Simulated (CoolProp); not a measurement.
Vapour-liquid equilibrium of R125 (1) + R152A (2) at -58.75 °C; x and y are mole fractions of (1).

The numbers come from the multi-fluid Helmholtz-energy mixture model, Lemmon 2005 and Outcalt 1996; pair parameters Bell 2016 in CoolProp.

| x | bubble pressure (bar) | y at the bubble point | dew pressure at overall composition x (bar) | liquid density (mol/L) |
|---|---|---|---|---|
| 0.05 | 0.1850 | 0.164 | 0.1687 | 16.16 |
| 0.15 | 0.2263 | 0.383 | 0.1828 | 15.77 |
| 0.25 | 0.2647 | 0.530 | 0.1994 | 15.39 |
| 0.35 | 0.3024 | 0.640 | 0.2189 | 15.03 |
| 0.45 | 0.3407 | 0.728 | 0.2424 | ? |
| 0.55 | 0.3806 | 0.801 | 0.2709 | 14.35 |
| 0.65 | 0.4226 | 0.862 | 0.3064 | 14.02 |
| 0.75 | 0.4668 | 0.913 | 0.3519 | 13.70 |
| 0.85 | 0.5127 | 0.954 | 0.4136 | ? |
| 0.95 | ? | 0.987 | 0.5076 | 13.08 |

Task: Fill in the missing entries.

Result: 
- 0.45, liquid density (mol/L): 14.68
- 0.85, liquid density (mol/L): 13.39
- 0.95, bubble pressure (bar): 0.5592

No azeotrope shows between x = 0.05 and 0.95.

Pair parameters are fitted to limited data, so mixtures are less certain than the pure fluids. The gap from Raoult's law changes sign with composition, which may be real or a fault of the pair parameters; it wasn't checked against measurements.
